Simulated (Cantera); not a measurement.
What does this Cantera script print?

```python
import numpy as np
import cantera as ct

gas = ct.Solution("gri30.yaml")
gas.TPX = 1200, 1000000, {'CH4': 1, 'O2': 1.67, 'N2': 6.27}
reactor = ct.IdealGasConstPressureReactor(gas, energy="on", clone=False)
net = ct.ReactorNet([reactor])
net.rtol, net.atol = 1e-08, 1e-16
show = ['CH4', 'O2', 'CH2O', 'NO2', 'N2O']
times = np.geomspace(1e-06, 0.9, 15)

steps = ct.SolutionArray(gas, extra=["t"])
rows = []
print(f"{'t/s':>10s}{'T/K':>9s}{'P/Pa':>11s}" + "".join(f"{s:>11s}" for s in show))
for t in times:
    while net.time < t:
        t_next = net.step()
        steps.append(gas.state, t=t_next)
    rows.append([np.interp(t, steps.t, y) for y in (steps.T, steps.P, *steps(*show).X.T)])
    print(f"{t:10.3e}{rows[-1][0]:9.1f}{rows[-1][1]:11.4g}" + "".join(f"{x:11.3e}" for x in rows[-1][2:]))
rate = np.gradient(steps.T, steps.t)
print("integrator steps:", len(steps.t))
if steps.T.max() > steps.T[0] + 200:
    print(f"time of steepest temperature rise: {steps.t[rate.argmax()]:.4e} s")
gas.TPX = 1200, 1000000, {'CH4': 1, 'O2': 1.67, 'N2': 6.27}
gas.equilibrate("HP")
print(f"equilibrium (HP): T = {gas.T:.1f} K  " + "  ".join(f"{s} {gas[s].X[0]:.3e}" for s in show))
```

It prints:

```
       t/s      T/K       P/Pa        CH4         O2       CH2O        NO2        N2O
 1.000e-06   1200.0      1e+06  1.119e-01  1.868e-01  5.046e-11  2.432e-28  6.062e-16
 2.663e-06   1200.0      1e+06  1.119e-01  1.868e-01  3.655e-10  9.570e-27  3.408e-15
 7.089e-06   1200.0      1e+06  1.119e-01  1.868e-01  2.658e-09  4.003e-25  2.150e-14
 1.888e-05   1200.0      1e+06  1.119e-01  1.868e-01  2.036e-08  1.911e-23  1.430e-13
 5.026e-05   1200.0      1e+06  1.119e-01  1.868e-01  1.768e-07  9.839e-22  9.407e-13
 1.338e-04   1200.0      1e+06  1.119e-01  1.868e-01  1.922e-06  5.619e-20  5.723e-12
 3.563e-04   1200.1      1e+06  1.118e-01  1.868e-01  1.678e-05  2.532e-18  2.784e-11
 9.487e-04   1200.7      1e+06  1.117e-01  1.867e-01  7.659e-05  6.862e-17  1.181e-10
 2.526e-03   1204.2      1e+06  1.110e-01  1.862e-01  3.683e-04  3.299e-15  6.787e-10
 6.726e-03   2753.7      1e+06  6.105e-13  1.647e-03  5.523e-09  5.461e-07  4.581e-07
 1.791e-02   2753.6      1e+06  6.115e-13  1.644e-03  5.525e-09  5.507e-07  4.591e-07
 4.768e-02   2753.6      1e+06  6.115e-13  1.644e-03  5.525e-09  5.507e-07  4.591e-07
 1.270e-01   2753.6      1e+06  6.115e-13  1.644e-03  5.525e-09  5.507e-07  4.591e-07
 3.380e-01   2753.6      1e+06  6.115e-13  1.644e-03  5.525e-09  5.507e-07  4.591e-07
 9.000e-01   2753.6      1e+06  6.115e-13  1.644e-03  5.525e-09  5.507e-07  4.591e-07
integrator steps: 2263
time of steepest temperature rise: 5.1926e-03 s
equilibrium (HP): T = 2753.6 K  CH4 7.205e-13  O2 1.644e-03  CH2O 5.525e-09  NO2 5.507e-07  N2O 4.591e-07
```

Model: GRI-Mech 3.0 (53 species, 325 reactions), integrated in Cantera.
